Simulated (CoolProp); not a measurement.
The fluid at 298.15 K and 0.176 MPa is throttled through a valve to 0.0749 MPa with no heat exchange. The same conditions are run with several fluids, on thermodynamics alone (safety and materials aside).

Values from CoolProp's reference Helmholtz-energy equation of state of each fluid (sulfur hexafluoride: Guder 2009; R507A: Lemmon 2003; ammonia: Gao 2020; fluorine: de Reuck 1990; R124: de Vries 1995). Blends and air are pseudo-pure fits.

```
fluid                temperature change (K)  final density (kg/m³)
-------------------  ----------------------  ---------------------
sulfur hexafluoride                    -1.0                   4.46
R507A                                  -1.7                   3.04
ammonia                                -2.9                  0.524
fluorine                               -0.2                   1.15
R124                                   -2.4                   4.24
```
